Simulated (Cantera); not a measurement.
**Equilibrium for fluorocarbon and chlorocarbon gases: CH₃Cl + Si**

Feed: 1 mol CH₃Cl, 1 mol Si, held at 713 Torr.

Equilibrium computed with Cantera from the NASA thermochemical tables; the gas is ideal and each condensed phase is pure. Candidate condensed phases: C, C₆H₆, C₇H₈, C₈H₁₈, Si, SiC; 109 gas species. The tables' values for SiCl₃, SiCl are old estimates; treat these amounts as uncertain. Gases not in the tables: Si₂H₆ and higher silanes. Equilibrium is a limit: real reactors are often held back by kinetics, nucleation or transport.

From 1550 K to 2350 K the condensed part is C(graphite) + SiC(s). The main Si-bearing gas is SiCl₄ at 1550 K and SiCl₂ at 2350 K. The share of Si in condensed phases is highest at 1650 K (93.5 %) and lowest at 2350 K (86.5 %).

```json
[
 {"T (K)": "1550", "x H₂": "0.571", "x HCl": "0.391", "x SiCl₂": "0.00786", "x SiCl₄": "0.0186", "n C(graphite)": "0.0710", "n SiC(s)": "0.928"},
 {"T (K)": "1650", "x H₂": "0.553", "x HCl": "0.413", "x SiCl₂": "0.0136", "x SiCl₄": "0.00947", "n C(graphite)": "0.0641", "n SiC(s)": "0.935"},
 {"T (K)": "1750", "x H₂": "0.546", "x HCl": "0.420", "x SiCl₂": "0.0205", "x SiCl₄": "0.00448", "n C(graphite)": "0.0656", "n SiC(s)": "0.934"},
 {"T (K)": "1850", "x H₂": "0.544", "x HCl": "0.418", "x SiCl₂": "0.0278", "x SiCl₄": "0.00207", "n C(graphite)": "0.0726", "n SiC(s)": "0.926"},
 {"T (K)": "1950", "x H₂": "0.547", "x HCl": "0.409", "x SiCl₂": "0.0354", "x SiCl₄": "0.000971", "n C(graphite)": "0.0824", "n SiC(s)": "0.916"},
 {"T (K)": "2050", "x H₂": "0.550", "x HCl": "0.398", "x SiCl₂": "0.0428", "x SiCl₄": "0.000469", "n C(graphite)": "0.0933", "n SiC(s)": "0.904"},
 {"T (K)": "2150", "x H₂": "0.554", "x HCl": "0.386", "x SiCl₂": "0.0501", "x SiCl₄": "0.000235", "n C(graphite)": "0.104", "n SiC(s)": "0.891"},
 {"T (K)": "2250", "x H₂": "0.557", "x HCl": "0.372", "x SiCl₂": "0.0569", "x SiCl₄": "0.000123", "n C(graphite)": "0.114", "n SiC(s)": "0.878"},
 {"T (K)": "2350", "x H₂": "0.558", "x HCl": "0.358", "x SiCl₂": "0.0631", "x SiCl₄": "6.62e-5", "n C(graphite)": "0.122", "n SiC(s)": "0.865"}
]
```
x: gas mole fraction; n: condensed amount in mol.
